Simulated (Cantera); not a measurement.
ZrO₂ + H₂ + H₂O (hydrogen reduction and annealing atmospheres)

A closed system holds: 1 mol ZrO₂, 5.4 mol H₂, 3.6 mol H₂O, at 1650 °C.

Cantera equilibrium calculation (NASA polynomials, part measured and part estimated; ideal gas, pure solids and liquids). Candidate condensed phases: H₂O, Zr, ZrO₂; 12 gas species. The numbers say what is thermodynamically allowed, not how fast it happens.

```csv
P (Pa),x H₂,x H₂O,x H,x OH,x O,x O₂,x ZrO₂,n ZrO₂(tetragonal)
10,0.545,0.380,0.0697,0.00418,0.000398,0.000121,5.15e-8,1.00
36,0.570,0.390,0.0375,0.00221,0.000108,3.22e-5,1.43e-8,1.00
130,0.584,0.395,0.0200,0.00116,2.97e-5,8.73e-6,3.96e-9,1.00
460,0.592,0.397,0.0107,0.000618,8.34e-6,2.44e-6,1.12e-9,1.00
1700,0.596,0.398,0.00558,0.000322,2.25e-6,6.55e-7,3.03e-10,1.00
6000,0.598,0.399,0.00298,0.000171,6.36e-7,1.85e-7,8.58e-11,1.00
22000,0.599,0.400,0.00156,8.94e-5,1.73e-7,5.04e-8,2.34e-11,1.00
77000,0.599,0.400,0.000832,4.78e-5,4.95e-8,1.44e-8,6.68e-12,1.00
280000,0.600,0.400,0.000436,2.51e-5,1.36e-8,3.95e-9,1.84e-12,1.00
1000000,0.600,0.400,0.000231,1.33e-5,3.81e-9,1.11e-9,<1e-12,1.00
```
x: gas mole fraction; n: condensed amount in mol.

From 10.0 Pa to 10.0 bar the condensed part is ZrO₂(tetragonal).
